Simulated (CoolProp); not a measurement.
Model: reference Helmholtz-energy equation of state, Thol 2019, in CoolProp.

Problem. Give the vapour pressure (MPa), enthalpy of vaporisation (kJ/kg), liquid cp (kJ/(kg K)), vapour Z of saturated tetradecamethylhexasiloxane (MD4M) at 77.55, 118.55 °C.

Solution. 
```tsv
T (°C)	p (MPa)	enthalpy of vaporisation (kJ/kg)	liquid cp (kJ/(kg K))	vapour Z
77.55	7.19e-5	157	1.83	1.000
118.55	0.000857	143	1.92	0.997
```
